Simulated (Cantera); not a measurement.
Input (Python, Cantera) and output of one run.

```python
import numpy as np
import cantera as ct

gas_names = """
    CL CL2 H HCL H2 Si SiCL SiCL2 SiCL3 SiCL4 SiH SiHCL3 SiH2 SiH2CL2 SiH3 SiH3CL SiH4 Si2 Si3
""".split()
cond_names = """
    Si(cr) Si(L)
""".split()


def load(file, names, dense=False):
    # The tables refer to 1 bar. Condensed volumes are neglected.
    table = {s.name: s for s in ct.Species.list_from_file(file)}
    out = []
    for n in names:
        d = dict(table[n].input_data)
        d["thermo"] = dict(d["thermo"], **{"reference-pressure": 1e5})
        if dense:
            d["equation-of-state"] = {"model": "constant-volume", "density": "1e6 g/cm^3"}
        out.append(ct.Species.from_dict(d))
    return out


gas = ct.Solution(thermo="ideal-gas", species=load("nasa_gas.yaml", gas_names))
cond = {s.name: ct.Solution(thermo="fixed-stoichiometry", species=[s], name=s.name)
        for s in load("nasa_condensed.yaml", cond_names, dense=True)}
atoms = {
    'Si': {'Si': 1},
    'Cl2': {'CL': 2},
    'H2': {'H': 2},
}
top_T = {}  # K; cautious upper limits of use, not melting points


def equilibrate(T, P, feed):
    n = {}
    for name, mol in feed.items():
        for a, k in atoms[name].items():
            n[a] = n.get(a, 0.0) + k * mol
    gas.TPX = T, P, n
    mass = sum(n.values()) * gas.mean_molecular_weight
    gas.equilibrate("TP")
    valid = [c for c in cond.values() if c.min_temp <= T <= top_T.get(c.name, c.max_temp)]
    mix = ct.Mixture([(gas, mass / gas.mean_molecular_weight)] + [(c, 0.0) for c in valid])
    mix.T, mix.P = T, P
    mix.equilibrate("TP", solver="vcs", rtol=1e-11, max_steps=5000)
    return mix


results = []
feed = {'Si': 1, 'Cl2': 4.1, 'H2': 3}  # mol
P = 16000  # Pa
for T in [825, 875, 925, 975, 1025, 1075, 1125, 1175, 1225, 1275, 1325, 1375, 1425, 1475]:
    mix = equilibrate(T, P, feed)
    results.append((T, P, feed, dict(zip(mix.species_names, mix.species_moles))))

top = {s: max(r[3][s] / sum(r[3][g] for g in gas_names) for r in results) for s in gas_names}
cols = sorted((s for s in top if top[s] > 1e-06), key=lambda s: -top[s])[:8]
seen = [c for c in cond_names if any(r[3].get(c, 0) > 1e-12 for r in results)]
print("log10 of partial pressures in bar; condensed amounts in mol")
print(f"{'T/K':>10s}" + "".join(f"{s[:9]:>10s}" for s in cols + seen))
for T, P, feed, n in results:
    ng = sum(n[g] for g in gas_names)
    print(f"{T:10.4g}" + "".join(f"{np.log10(max(n[s] / ng * P / 1e5, 1e-99)):10.3f}" for s in cols)
          + "".join(f"{n.get(c, 0):10.4g}" for c in seen))
```

Result:

```
log10 of partial pressures in bar; condensed amounts in mol
       T/K       HCL     SiCL4        H2     SiCL3     SiCL2    SiHCL3        CL         H
       825    -0.958    -1.581    -1.627    -7.292   -11.057    -5.158   -11.237   -11.914
       875    -0.958    -1.581    -1.627    -6.656    -9.968    -4.911   -10.449   -11.113
       925    -0.958    -1.582    -1.627    -6.090    -8.999    -4.691    -9.745   -10.398
       975    -0.958    -1.582    -1.628    -5.583    -8.133    -4.494    -9.112    -9.755
      1025    -0.958    -1.582    -1.628    -5.127    -7.353    -4.318    -8.540    -9.175
      1075    -0.958    -1.583    -1.628    -4.715    -6.648    -4.159    -8.021    -8.648
      1125    -0.957    -1.584    -1.629    -4.341    -6.009    -4.016    -7.547    -8.167
      1175    -0.957    -1.585    -1.631    -4.001    -5.427    -3.886    -7.112    -7.727
      1225    -0.957    -1.588    -1.633    -3.691    -4.896    -3.770    -6.712    -7.323
      1275    -0.956    -1.593    -1.636    -3.409    -4.412    -3.667    -6.341    -6.950
      1325    -0.955    -1.601    -1.642    -3.155    -3.974    -3.579    -5.997    -6.607
      1375    -0.952    -1.614    -1.651    -2.928    -3.580    -3.508    -5.674    -6.291
      1425    -0.949    -1.635    -1.667    -2.731    -3.234    -3.459    -5.368    -6.000
      1475    -0.944    -1.666    -1.691    -2.567    -2.936    -3.437    -5.077    -5.733
```

These are equilibrium values from Cantera (NASA tables, ideal gas, pure condensed phases), not measurements of a reactor. The tables' values for SiCl3 are old estimates; treat these amounts as uncertain.
